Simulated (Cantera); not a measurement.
A freely propagating, adiabatic, planar premixed flame of 11.5 % CH3OH, 18.6 % O2, 69.9 % N2, equivalence ratio 0.93, unburnt at 675 K and 1.00 atm; mixture-averaged transport, grid criteria slope 0.08 and curve 0.16, no radiation.

Model: GRI-Mech 3.0 (53 species, 325 reactions), integrated in Cantera. GRI-Mech 3.0 was tuned for natural gas; its chemistry of methanol as a main component is partial and can be far from experiment. Burning velocities carry a grid error of a few per cent, more on coarse grids.

x: mole fraction of selected species; z is measured from the peak of heat release.

```
z (mm)   T (K)  u (m/s)  x CH3OH    x O2       x H    x HCN      x CH2O       x H2O
-------  -----  -------  -------  ------  --------  -------  ----------  ----------
-0.770     675     1.60    0.115   0.185     <1e-8    <1e-8     5.33e-7     7.67e-5
-0.513     677     1.61    0.115   0.185     <1e-8    <1e-8  (withheld)  (withheld)
-0.385     684     1.63    0.114   0.183     <1e-8    <1e-8  (withheld)  (withheld)
-0.257     732     1.76    0.110   0.178     <1e-8    <1e-8    0.000496      0.0123
-0.128    1010     2.50   0.0854   0.151   2.80e-6  2.51e-8     0.00449      0.0553
-0.0641   1355     3.46   0.0474   0.118  0.000122  6.40e-8      0.0100       0.102
0         1735     4.55  0.00666  0.0808   0.00211  1.38e-7     0.00604       0.153
0.0641    1864     4.91  7.57e-5  0.0571   0.00673  1.46e-7    0.000229       0.176
0.128     1908     5.01  2.57e-7  0.0448   0.00924  7.16e-8     2.17e-6       0.182
0.257     1971     5.14    <1e-8  0.0360   0.00996  1.24e-8       <1e-8       0.184
0.513     2054     5.31    <1e-8  0.0312   0.00834    <1e-8       <1e-8       0.186
1.03      2148     5.52    <1e-8  0.0276   0.00558    <1e-8       <1e-8       0.192
2.05      2238     5.72    <1e-8  0.0241   0.00325    <1e-8       <1e-8       0.198
```

What belongs in the gaps?


- -0.513, x CH2O: 9.51e-6
- -0.513, x H2O: 0.000700
- -0.385, x CH2O: 5.69e-5
- -0.385, x H2O: 0.00265
